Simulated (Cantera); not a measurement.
An isothermal, constant-pressure homogeneous reactor starts with NO : N₂ = 1 : 0.54 (molar parts), at 1775 K and 1.88 atm. Integrator tolerance rtol = 1e-08.

Computed with Cantera and GRI-Mech 3.0 (53 species, 325 reactions).

Q: What does this change do: NO 1 to 3.5 parts?

A: 
```
quantity                                           before                                    after
----------------  ---------------------------------------  ---------------------------------------
x(NO) at 70.0 s   0.00863 (gas-phase equilibrium 0.00439)  0.00899 (gas-phase equilibrium 0.00464)
x(N₂O) at 70.0 s  3.43e-7 (gas-phase equilibrium 3.22e-7)  3.35e-7 (gas-phase equilibrium 3.12e-7)
x(O) at 70.0 s    3.96e-5 (gas-phase equilibrium 3.97e-5)  4.57e-5 (gas-phase equilibrium 4.59e-5)
x(NO₂) at 70.0 s  3.88e-5 (gas-phase equilibrium 1.98e-5)  4.68e-5 (gas-phase equilibrium 2.42e-5)
x(N₂) at 70.0 s       0.671 (gas-phase equilibrium 0.673)      0.562 (gas-phase equilibrium 0.564)
x(O₂) at 70.0 s       0.320 (gas-phase equilibrium 0.322)      0.429 (gas-phase equilibrium 0.431)
```
